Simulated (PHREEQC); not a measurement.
A made-up water analysis in mmol/kgw, 25 °C, pH 7, pe 12.9: Na 533; K 17.5; Ca 20.5; Mg 20.3; Cl 600; S(6) 27.5; Alkalinity (meq/kgw) 0.0489; O(0) (counted as O atoms) 0.153; Li 6.65; N(5) 0.663; Ni 0.739.

Valence states are taken as typed.

Equilibrium calculation in PHREEQC: ion-association model, wateq4f.dat.

**Question.** The ionic strength comes out as 0.681 mol/kgw. What activity coefficients do Na+, CaHCO3+, KSO4-, SO4-2, Ni+2 get?

**Answer.** Na+ 0.71, CaHCO3+ 0.69, KSO4- 0.67, SO4-2 0.18, Ni+2 0.31.

This is a speciation only: nothing precipitates in the calculation.
